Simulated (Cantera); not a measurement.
A closed system holds: 1 mol Al, 2.3 mol Cl₂, 3.4 mol N₂, equilibrated at 1600 Pa.

Cantera equilibrium calculation (NASA polynomials, part measured and part estimated; ideal gas, pure solids and liquids). Candidate condensed phases: Al, AlCl₃, AlN; 11 gas species. Kinetics and transport are ignored.

Question: At 1073 K, list the 5 most abundant gas species with their mole fractions, and the condensed phases.

Answer: N₂ 0.653, AlCl₃ 0.192, Cl₂ 0.152, Cl 0.00331, Al₂Cl₆ 2.30e-5. Condensed: gas only.
